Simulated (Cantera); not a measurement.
An adiabatic, constant-volume homogeneous reactor starts with C2H4 : O2 : N2 : CO2 = 1 : 4.84 : 18.2 : 2.7 (molar parts), equivalence ratio 0.62, at 1375 K and 100000 Pa. Integrator tolerance rtol = 1e-08.

Model: GRI-Mech 3.0 (53 species, 325 reactions), integrated in Cantera. GRI-Mech 3.0 was tuned for natural gas; its chemistry of ethylene as a main component is partial and can be far from experiment.

```tsv
quantity	before	after
time of steepest temperature rise	74.4 µs	28.6 µs
temperature at 0.100 s	2566 K	2671 K
equilibrium temperature	2566 K	2671 K
x(C2H4) at 0.100 s	<1e-12 (gas-phase equilibrium <1e-12)	<1e-12 (gas-phase equilibrium <1e-12)
x(O2) at 0.100 s	0.0686 (gas-phase equilibrium 0.0686)	0.0644 (gas-phase equilibrium 0.0644)
x(CO2) at 0.100 s	0.151 (gas-phase equilibrium 0.151)	0.162 (gas-phase equilibrium 0.162)
x(CH4) at 0.100 s	<1e-12 (gas-phase equilibrium <1e-12)	<1e-12 (gas-phase equilibrium <1e-12)
x(C2H) at 0.100 s	<1e-12 (gas-phase equilibrium <1e-12)	<1e-12 (gas-phase equilibrium <1e-12)
x(C2H2) at 0.100 s	<1e-12 (gas-phase equilibrium <1e-12)	<1e-12 (gas-phase equilibrium <1e-12)
```

Task: Which change was made?
A) pressure from 100000 Pa to 33000 Pa
B) initial temperature 1375 to 1398 K
C) pressure from 100000 Pa to 1000000 Pa
D) constant pressure in place of constant volume

Result: C, pressure from 100000 Pa to 1000000 Pa
